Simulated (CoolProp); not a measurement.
The fluid at 390.8 K and 0.271 MPa expands adiabatically to 0.148 MPa with isentropic efficiency 0.7. The same conditions are run with several fluids, on thermodynamics alone (safety and materials aside).

Model: reference Helmholtz-energy equation of state of each fluid (R236EA: Rui 2013; dry air: Lemmon 2000; R404A: Lemmon 2003; cyclopentane: Gedanitz 2015; R245ca: Zhou 2016), in CoolProp. Blends and air are pseudo-pure fits.

**Question.** Rank R236EA, dry air, R404A, cyclopentane, R245ca by work (kJ/kg), highest first.

**Answer.** dry air (43.6), cyclopentane (18.4), R404A (13.5), R245ca (9.75), R236EA (8.65)

```csv
fluid,final temperature (K),final density (kg/m³)
R236EA,380.8,7.25
dry air,347.5,1.48
R404A,376.6,4.66
cyclopentane,377.4,3.41
R245ca,380.3,6.43
```
